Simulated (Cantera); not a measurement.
A closed system holds: 1 mol SiH4, 0.16 mol C2H2, 8.3 mol H2, held at 13.3 mbar.

Cantera equilibrium calculation (NASA polynomials, part measured and part estimated; ideal gas, pure solids and liquids). Candidate condensed phases: C, C6H6, C7H8, C8H18, Si, SiC; 87 gas species. Mutual solubility and eutectic melting of coexisting phases are not modelled. Gases not in the tables: Si2H6 and higher silanes. Kinetics and transport are ignored.

### Question
What share of the Si ends up in condensed phases as a function of T (°C), at 1250, 1300, 1350, 1400, 1450, 1500, 1550, 1600, 1650, 1700, 1750, 1800, 1850?

### Answer
```csv
T (°C),Si condensed (%),as
1250,100.0,Si(s) + SiC(s)
1300,100.0,Si(s) + SiC(s)
1350,100.0,Si(s) + SiC(s)
1400,99.9,Si(s) + SiC(s)
1450,99.9,Si(l) + SiC(s)
1500,99.8,Si(l) + SiC(s)
1550,99.6,Si(l) + SiC(s)
1600,99.1,Si(l) + SiC(s)
1650,98.4,Si(l) + SiC(s)
1700,97.0,Si(l) + SiC(s)
1750,94.6,Si(l) + SiC(s)
1800,90.5,Si(l) + SiC(s)
1850,83.5,Si(l) + SiC(s)
```
